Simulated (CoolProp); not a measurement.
A simple Rankine cycle with R22: condensing at 314.15 K, boiler at 4.18 MPa, turbine inlet 374.9 K, turbine efficiency 0.85, pump efficiency 0.6, no recuperator. Each further row changes one setting.

Values from CoolProp's reference Helmholtz-energy equation of state, Kamei 1995.

```tsv
case	thermal efficiency (%)	net work (kJ/kg)	heat in (kJ/kg)	turbine exit temperature (K)	volume ratio over the turbine
as stated	8.4	15.1	181	314.3	2.69
turbine inlet 394.9 K	9.0	18.6	206	337.5	2.61
condensing temperature 306.15 K	9.8	18.7	191	306.1	3.29
boiler pressure 2.93 MPa	6.2	12.5	202	340.0	1.83
turbine efficiency 0.75	7.1	12.9	181	316.5	2.74
```

The expansion ends wet for: condensing temperature 306.15 K.
